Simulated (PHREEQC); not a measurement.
Solution (56 °C): 0.0046 mol H2SeO4, 0.11 mol H3PO4 and 0.0027 mol CaCl2 per kg of water. Closed to the air; pH follows from the charge balance.

All values are PHREEQC results (ion-association model, wateq4f.dat), not measurements.

No solid was allowed to form.

### Question
Order these P species by the share of P that they hold, largest first: H2PO4-, H3PO4, CaH2PO4+.

### Answer
H3PO4 (80 %), H2PO4- (19 %), CaH2PO4+ (0.77 %)

The pH is 1.61 and the ionic strength 0.0368 mol/kgw. H3PO4, which wateq4f.dat lacks, is added to it with the constant of phreeqc.dat. Away from 25 °C the constants follow the database's enthalpies or fits; those with neither stay at their 25 °C values.
